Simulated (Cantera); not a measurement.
Input: 1 mol C3H6, 0.14 mol NH3, 3.9 mol N2, 0.74 mol H2O, at 13.3 mbar.

Cantera equilibrium calculation (NASA polynomials, part measured and part estimated; ideal gas, pure solids and liquids). Candidate condensed phases: C, C6H6, C7H8, C8H18, H2O; 169 gas species. Ions and electrons are included (thermal ionisation). Equilibrium is a limit: real reactors are often held back by kinetics, nucleation or transport. All values below are at 4227 °C.

Base state: H 0.524, N2 0.239, C 0.137, CO 0.0490, N 0.0381, CN 0.0117, C2 0.000857, H2 0.000306 (mole fractions); condensed: gas only.

Problem. What changes in the equilibrium state with this change: pressure from 13.3 mbar to 27.0 mbar?

Solution. 
```csv
species,before,after
H,0.524,0.528
N2,0.239,0.244
C,0.137,0.132
N,0.0381,0.0271
CN,0.0117,0.0163
CO,0.0490,0.0495
C2H,2.99e-6,1.15e-5
C3,1.78e-5,6.54e-5
HNC,1.06e-5,3.01e-5
```
